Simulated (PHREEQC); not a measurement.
Consider water at 25 °C with 0.25 mol HCl, 0.029 mol Al2(SO4)3 and 0.0018 mol MgSO4 per kg of water. Closed to the air; pH follows from the charge balance.

Computed with PHREEQC (ion-association model, phreeqc.dat).

```csv
quantity,before,after
pH,0.81,0.87
ionic strength (mol/kgw),0.414,0.447
HSO4- (mol/kgw),0.0463,0.0656
Al+3 (mol/kgw),0.0277,0.0390
AlSO4+ (mol/kgw),0.0275,0.0170
SO4-2 (mol/kgw),0.0100,0.00356
SI of Gibbsite (Al(OH)3),-8.28,-5.10
```

Question: Name the change that produced these shifts.
(A) diluted 5-fold with water
(B) temperature from 25 to 90 °C
(C) HCl from 0.25 to 0.225 mol/kgw
(D) HCl replaced by NaCl at the same molality

Answer: B, temperature from 25 to 90 °C

Precipitation was switched off in this run. Away from 25 °C the constants follow the database's enthalpies or fits; those with neither stay at their 25 °C values.
